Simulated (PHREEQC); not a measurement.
**Buffer: speciation**

A solution holds 0.03 mol NaHSO4, 0.0025 mol Na2SO4 and 0.0019 mol LiCl per kg of water, at 25 °C. Closed to the air; pH follows from the charge balance.

The numbers come from PHREEQC with the ion-association model, phreeqc.dat.

* **pH**: 1.85
* **ionic strength**: 0.0707 mol/kgw
* **specific conductance**: 9380 µS/cm
* **density**: 1.000 g/cm³
* **total alkalinity**: -30.0 meq/kg

```tsv
species	molality	activity	log γ
Na+	0.0337	0.0272	-0.094
SO4-2	0.0181	0.00755	-0.380
H+	0.0170	0.0142	-0.076
HSO4-	0.0130	0.0104	-0.096
Cl-	0.00190	0.00150	-0.102
Li+	0.00184	0.00150	-0.089
NaSO4-	0.00127	0.00103	-0.092
LiSO4-	6.14e-5	4.94e-5	-0.094
```

This is a speciation only: nothing precipitates in the calculation. Complexes and solids missing from the database can't appear.
